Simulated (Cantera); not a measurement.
A Cantera script and its output.

```python
import numpy as np
import cantera as ct

gas = ct.Solution("gri30.yaml")
gas.TPX = 1073, 1333, {'H2': 0.0085, 'O2': 1}
reactor = ct.IdealGasConstPressureReactor(gas, energy="off", clone=False)
net = ct.ReactorNet([reactor])
net.rtol, net.atol = 1e-08, 1e-18
show = ['H2', 'O2', 'H2O2', 'O', 'H']
times = np.geomspace(0.0008, 300, 11)

steps = ct.SolutionArray(gas, extra=["t"])
rows = []
print(f"{'t/s':>10s}{'T/K':>9s}{'P/Pa':>11s}" + "".join(f"{s:>11s}" for s in show))
for t in times:
    while net.time < t:
        t_next = net.step()
        steps.append(gas.state, t=t_next)
    rows.append([np.interp(t, steps.t, y) for y in (steps.T, steps.P, *steps(*show).X.T)])
    print(f"{t:10.3e}{rows[-1][0]:9.1f}{rows[-1][1]:11.4g}" + "".join(f"{x:11.3e}" for x in rows[-1][2:]))
rate = np.gradient(steps.T, steps.t)
print("integrator steps:", len(steps.t))
if steps.T.max() > steps.T[0] + 200:
    print(f"time of steepest temperature rise: {steps.t[rate.argmax()]:.4e} s")
gas.TPX = 1073, 1333, {'H2': 0.0085, 'O2': 1}
gas.equilibrate("TP")
print(f"equilibrium (TP): T = {gas.T:.1f} K  " + "  ".join(f"{s} {gas[s].X[0]:.3e}" for s in show))
```

Result:

```
       t/s      T/K       P/Pa         H2         O2       H2O2          O          H
 8.000e-04   1073.0       1333  8.428e-03  9.916e-01  3.341e-14  5.878e-10  1.197e-10
 2.887e-03   1073.0       1333  8.428e-03  9.916e-01  4.435e-13  1.092e-08  1.369e-09
 1.042e-02   1073.0       1333  8.368e-03  9.915e-01  1.314e-10  4.054e-05  4.942e-06
 3.761e-02   1073.0       1333  3.305e-05  9.856e-01  1.740e-08  5.574e-03  3.220e-04
 1.357e-01   1073.0       1333  1.448e-05  9.887e-01  1.611e-08  2.696e-03  1.052e-04
 4.899e-01   1073.0       1333  3.135e-06  9.909e-01  1.368e-08  5.930e-04  1.085e-05
 1.768e+00   1073.0       1333  3.643e-07  9.914e-01  7.687e-09  7.161e-05  4.571e-07
 6.381e+00   1073.0       1333  3.820e-08  9.915e-01  2.294e-09  7.787e-06  1.647e-08
 2.303e+01   1073.0       1333  5.042e-09  9.915e-01  4.804e-10  1.059e-06  8.280e-10
 8.312e+01   1073.0       1333  8.904e-10  9.915e-01  1.021e-10  1.912e-07  6.349e-11
 3.000e+02   1073.0       1333  1.976e-10  9.915e-01  2.460e-11  4.299e-08  6.769e-12
integrator steps: 1939
equilibrium (TP): T = 1073.0 K  H2 4.931e-11  O2 9.915e-01  H2O2 6.554e-12  O 1.080e-08  H 8.576e-13
```

Cantera simulation using GRI-Mech 3.0 (53 species, 325 reactions); the numbers are that mechanism's predictions, not measurements. Radical loss at walls, strong at low pressure, is not modelled.
